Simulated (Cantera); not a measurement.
**Premixed flame**

A freely propagating, adiabatic, planar premixed flame of CH4 : O2 : N2 = 0.8 : 2 : 7.52 (molar parts), equivalence ratio 0.80, unburnt at 448 K and 3980 Torr; mixture-averaged transport, grid criteria slope 0.08 and curve 0.16, no radiation.

Computed with Cantera and GRI-Mech 3.0 (53 species, 325 reactions). Burning velocities carry a grid error of a few per cent, more on coarse grids.

| z (mm) | T (K) | u (m/s) | x CH4 | x O2 | x CO2 | x C2H | x C2H4 | x OH |
|---|---|---|---|---|---|---|---|---|
| -0.433 | 449 | 0.283 | 0.0774 | 0.194 | 3.28e-6 | <1e-8 | 8.65e-8 | <1e-8 |
| -0.289 | 455 | 0.286 | 0.0770 | 0.193 | 2.98e-5 | <1e-8 | 7.65e-7 | <1e-8 |
| -0.216 | 475 | 0.300 | 0.0756 | 0.192 | 0.000174 | <1e-8 | 4.32e-6 | <1e-8 |
| -0.144 | 584 | 0.370 | 0.0692 | 0.183 | 0.00145 | <1e-8 | 3.45e-5 | 5.56e-8 |
| -0.0721 | 1013 | 0.646 | 0.0450 | 0.146 | 0.0106 | <1e-8 | 0.000235 | 4.66e-6 |
| -0.0361 | 1393 | 0.892 | 0.0232 | 0.108 | 0.0227 | <1e-8 | 0.000422 | 8.21e-5 |
| 0 | 1763 | 1.13 | 0.00389 | 0.0678 | 0.0409 | 4.30e-8 | 0.000174 | 0.00141 |
| 0.0361 | 1920 | 1.22 | 9.77e-5 | 0.0494 | 0.0572 | <1e-8 | 2.20e-6 | 0.00423 |
| 0.0721 | 1985 | 1.26 | 1.63e-6 | 0.0444 | 0.0657 | <1e-8 | 1.26e-8 | 0.00466 |
| 0.144 | 2048 | 1.29 | <1e-8 | 0.0411 | 0.0718 | <1e-8 | <1e-8 | 0.00394 |
| 0.289 | 2089 | 1.32 | <1e-8 | 0.0396 | 0.0749 | <1e-8 | <1e-8 | 0.00276 |
| 0.577 | 2105 | 1.33 | <1e-8 | 0.0391 | 0.0761 | <1e-8 | <1e-8 | 0.00200 |
| 1.15 | 2108 | 1.33 | <1e-8 | 0.0390 | 0.0763 | <1e-8 | <1e-8 | 0.00183 |
x: mole fraction of selected species; z is measured from the peak of heat release.

- laminar burning velocity = 28.2 cm/s
- thermal thickness = 0.144 mm
- peak x(C2H) = 5.30e-8
- peak x(C2H4) = 0.000433
- peak x(OH) = 0.00467
- grid points = 139
